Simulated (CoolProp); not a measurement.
Vapour-liquid equilibrium of R143a (1) + n-butane (2) at 212.8 K; x and y are mole fractions of (1).

Values from CoolProp's multi-fluid Helmholtz-energy mixture model, Lemmon and Jacobsen 2000 and Bücker 2006; pair parameters Bell 2016.

**Question.** Give the bubble pressure and the first vapour's composition at x = 0.275, 0.5, 0.65. Is there an azeotrope?

**Answer.** x = 0.275: 0.04439 MPa, y = 0.903; x = 0.5: 0.04607 MPa, y = 0.909; x = 0.65: 0.04663 MPa, y = 0.912. No azeotrope shows between x = 0.05 and 0.95.

Pair parameters are fitted to limited data, so mixtures are less certain than the pure fluids. With so large a gap from Raoult's law the liquid may split in two, which this calculation doesn't test in full.
